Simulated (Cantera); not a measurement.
Charge: 1 mol TEOS, 0.9 mol N2O, 15 mol O2, held at 1.33 mbar.

These are equilibrium values from Cantera (NASA tables, ideal gas, pure condensed phases), not measurements of a reactor. Candidate condensed phases: C, C6H6, C7H8, C8H18, H2O, Si, SiC, SiO2, Si2N2O, Si3N4; 151 gas species. The feed counts by its element totals alone. The tables hold silica as quartz up to 1696 K and as liquid above; real silica turns to tridymite and cristobalite and melts near 1996 K. Kinetics and transport are ignored.

Q: Which condensed phases are stable at each of these points (T (K)): 798, 898, 998, 1098, 1198, 1298, 1398, 1498, 1598, 1698, 1798, 1898?

A: 
| T (K) | condensed phases | Si condensed (%) |
|---|---|---|
| 798 | SiO2(α-quartz) | 100.0 |
| 898 | SiO2(β-quartz) | 100.0 |
| 998 | SiO2(β-quartz) | 100.0 |
| 1098 | SiO2(β-quartz) | 100.0 |
| 1198 | SiO2(β-quartz) | 100.0 |
| 1298 | SiO2(β-quartz) | 100.0 |
| 1398 | SiO2(β-quartz) | 100.0 |
| 1498 | SiO2(β-quartz) | 100.0 |
| 1598 | SiO2(β-quartz) | 100.0 |
| 1698 | SiO2(condensed) | 100.0 |
| 1798 | SiO2(condensed) | 100.0 |
| 1898 | SiO2(condensed) | 99.7 |

At 798 K the condensed part is SiO2(α-quartz). From 898 K to 1598 K the condensed part is SiO2(β-quartz). From 1698 K to 1898 K the condensed part is SiO2(condensed).
